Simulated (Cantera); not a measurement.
A Cantera script and what it prints.

```python
import numpy as np
import cantera as ct

gas_names = """
    H2O CO2 H TaO2
""".split()
cond_names = """
    TaC(s) TaC(L)
""".split()


# ... load() reads the species with a 1 bar reference pressure and builds the phases ...
species = {s.name: s for s in load("nasa_gas.yaml", gas_names) + load("nasa_condensed.yaml", cond_names)}
# Each term lists the table entries of one substance; the one whose range holds T is used.
reactions = {
    'TaC + 4 H2O(g) = CO2(g) + 8 H(g) + TaO2(g)':
        [(-1, ['TaC(s)', 'TaC(L)']), (-4, ['H2O']), (1, ['CO2']), (8, ['H']), (1, ['TaO2'])],
}


def pick(names, T):
    return next(species[n] for n in names if species[n].thermo.min_temp <= T <= species[n].thermo.max_temp)


results = []
for label, terms in reactions.items():
    print(label)
    print("     T/K   dH/kJ  dS/(J/K)   dG/kJ   log10 K")
    for T in [300, 448, 498, 548, 598, 648, 698, 748, 798]:
        used = [(nu, pick(names, T)) for nu, names in terms]
        dH = sum(nu * s.thermo.h(T) for nu, s in used) / 1e6
        dS = sum(nu * s.thermo.s(T) for nu, s in used) / 1e3
        dG = dH - T * dS / 1e3
        logK = -dG * 1e6 / (ct.gas_constant * T * np.log(10))
        results.append((label, T, dH, dS, dG, logK, [s.name for _, s in used]))
        print(f"{T:8g} {dH:8.1f} {dS:8.1f} {dG:8.1f} {logK:8.2f}")
```

Output:

```
TaC + 4 H2O(g) = CO2(g) + 8 H(g) + TaO2(g)
     T/K   dH/kJ  dS/(J/K)   dG/kJ   log10 K
     300   2261.2    614.6   2076.8  -361.60
     448   2272.5    645.3   1983.4  -231.25
     498   2276.3    653.3   1950.9  -204.63
     548   2280.1    660.6   1918.1  -182.83
     598   2283.8    667.1   1884.9  -164.64
     648   2287.5    673.0   1851.4  -149.24
     698   2291.1    678.4   1817.6  -136.02
     748   2294.7    683.3   1783.6  -124.55
     798   2298.1    687.8   1749.3  -114.50
```

Standard-state values (1 bar) from the NASA 1993 polynomials, evaluated with Cantera. TaC: taken at fixed stoichiometry. Condensed species are held in their standard states even where they would react or evaporate.
